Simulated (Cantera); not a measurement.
Input (Python, Cantera) and output of one run.

```python
import numpy as np
import cantera as ct

gas_names = """
    CL CL2 H HCL H2 N NH NH2 NH3 N2 N2H2 N2H4 Si SiCL SiCL2 SiCL3 SiCL4 SiH SiHCL3 SiH2 SiH2CL2 SiH3
    SiH3CL SiH4 SiN Si2 Si2N Si3
""".split()
cond_names = """
    NH4CL(a) NH4CL(b) Si(cr) Si(L) Si3N4(a)
""".split()


# ... load() reads the species with a 1 bar reference pressure and builds the phases ...
atoms = {
    'SiCl4': {'Si': 1, 'CL': 4},
    'N2': {'N': 2},
    'H2': {'H': 2},
}
top_T = {'Si3N4(a)': 2400}  # K; cautious upper limits of use, not melting points


# ... equilibrate(T, P, feed) seeds the gas with the atoms and calls Mixture.equilibrate('TP', solver="vcs", rtol=1e-11, max_steps=5000) ...
results = []
feed = {'SiCl4': 1, 'N2': 31, 'H2': 0.91}  # mol
T = 2073.15  # K
P = 48  # Pa
mix = equilibrate(T, P, feed)
results.append((T, P, feed, dict(zip(mix.species_names, mix.species_moles))))
x = sorted(zip(gas.X, gas.species_names), reverse=True)
print(f"T = {T:g} K  P = {P:g} Pa  gas = {mix.phase_moles(0):.4g} mol")
print("   x: " + "  ".join(f"{s} {v:.3e}" for v, s in x if v > 0.0001))
print("   condensed (mol): " + ("  ".join(f"{mix.phase(i).name} {mix.phase_moles(i):.4g}"
      for i in range(1, mix.n_phases) if mix.phase_moles(i) > 1e-12) or "none"))
```

Output:

```
T = 2073.15 K  P = 48 Pa  gas = 35.1 mol
   x: N2 8.831e-01  CL 4.157e-02  HCL 3.325e-02  SiCL2 1.865e-02  H 8.525e-03  Si 8.013e-03  H2 5.034e-03  SiCL 1.741e-03
   condensed (mol): none
```

Equilibrium computed with Cantera from the NASA thermochemical tables; the gas is ideal and each condensed phase is pure. The tables' values for SiCl, SiN, SiCl3 are old estimates; treat these amounts as uncertain.
